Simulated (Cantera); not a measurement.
## Low-pressure radical oxidation in H2/O2

A perfectly stirred reactor is fed with 2.28 % H₂, 58.5 % O₂, 39.2 % N₂, at 0.0128 atm; it is held at 1323 K, and followed from long to short residence time.

Computed with Cantera and the H2/O2 subset of GRI-Mech 3.0, which has no nitrogen chemistry. Radical loss at walls, strong at low pressure, is not modelled.

| τ (s) | x H₂ | x O₂ | x H₂O | x H₂O₂ | x OH | x HO₂ | x H |
|---|---|---|---|---|---|---|---|
| 0.60 | 0.000135 | 0.576 | 0.0220 | 2.27e-8 | 0.00134 | 6.48e-7 | 0.000407 |
| 0.35 | 0.000179 | 0.574 | 0.0217 | 2.47e-8 | 0.00153 | 7.33e-7 | 0.000611 |
| 0.20 | 0.000237 | 0.573 | 0.0214 | 2.66e-8 | 0.00174 | 8.14e-7 | 0.000888 |
| 0.12 | 0.000303 | 0.571 | 0.0211 | 2.81e-8 | 0.00192 | 8.80e-7 | 0.00118 |
| 0.067 | 0.000399 | 0.570 | 0.0207 | 2.97e-8 | 0.00211 | 9.43e-7 | 0.00154 |
| 0.039 | 0.000521 | 0.568 | 0.0203 | 3.15e-8 | 0.00228 | 9.93e-7 | 0.00186 |
| 0.022 | 0.000715 | 0.568 | 0.0198 | 3.40e-8 | 0.00246 | 1.04e-6 | 0.00216 |
| 0.013 | 0.000993 | 0.567 | 0.0193 | 3.72e-8 | 0.00265 | 1.08e-6 | 0.00241 |
| 0.0074 | 0.00147 | 0.567 | 0.0186 | 4.20e-8 | 0.00290 | 1.13e-6 | 0.00264 |
| 0.0043 | 0.00221 | 0.568 | 0.0176 | 4.81e-8 | 0.00317 | 1.18e-6 | 0.00282 |
| 0.0025 | 0.00339 | 0.569 | 0.0163 | 5.50e-8 | 0.00345 | 1.21e-6 | 0.00292 |
x: mole fraction; the columns are a selection and need not sum to one.
